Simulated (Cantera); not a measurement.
A perfectly stirred reactor is fed with NH3 : N2 = 1 : 0.23 (molar parts), at 1.80 bar; it is held at 1700 K, and followed from long to short residence time.

Detailed kinetics in Cantera: the gas-phase N/H chemistry of the illustrative SiF4/NH3 mechanism in the Surface Chemkin manual (1991). Walls and surfaces, which speed up NH3 decomposition in real reactors, are not modelled.

### Question
Predict: x(NH3) at τ = 1.20 s; x(N2H2) at τ = 1.20 s; x(H) at τ = 1.20 s; x(H2) at τ = 1.20 s; x(N2H4) at τ = 1.20 s; x(NH3) at τ = 74.0 ms; x(N2H2) at τ = 74.0 ms; x(H) at τ = 74.0 ms; x(H2) at τ = 74.0 ms; x(N2H4) at τ = 74.0 ms.

### Answer
```
Property                 Result
----------------------  -------
x(NH3) at τ = 1.20 s      0.365
x(N2H2) at τ = 1.20 s   2.43e-7
x(H) at τ = 1.20 s      3.90e-5
x(H2) at τ = 1.20 s       0.370
x(N2H4) at τ = 1.20 s   1.43e-7
x(NH3) at τ = 74.0 ms     0.733
x(N2H2) at τ = 74.0 ms  9.14e-7
x(H) at τ = 74.0 ms     6.21e-6
x(H2) at τ = 74.0 ms     0.0657
x(N2H4) at τ = 74.0 ms  4.56e-7
```
